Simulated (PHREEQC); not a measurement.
A solution holds 2.8 mol/kgw NaCl and 2.9 mol/kgw MgCl2, at 25 °C. Closed to the air; pH follows from the charge balance.

Computed with PHREEQC (Pitzer model, pitzer.dat).

The ionic strength is 11.5 mol/kgw and the activity of water is 0.570. The density comes out as 1.260 g/cm³ and the osmotic coefficient comes out as 2.183.

```tsv
species	molality	activity	log γ
Cl-	8.60	6.62	-0.113
Mg+2	2.90	631	2.338
Na+	2.80	18.9	0.828
H+	2.71e-6	0.000138	1.707
MgOH+	2.71e-6	4.04e-6	0.172
OH-	1.53e-9	4.17e-11	-1.565
```

No solid was allowed to form. Examples of supersaturated solids here: Halite. Others may be too.
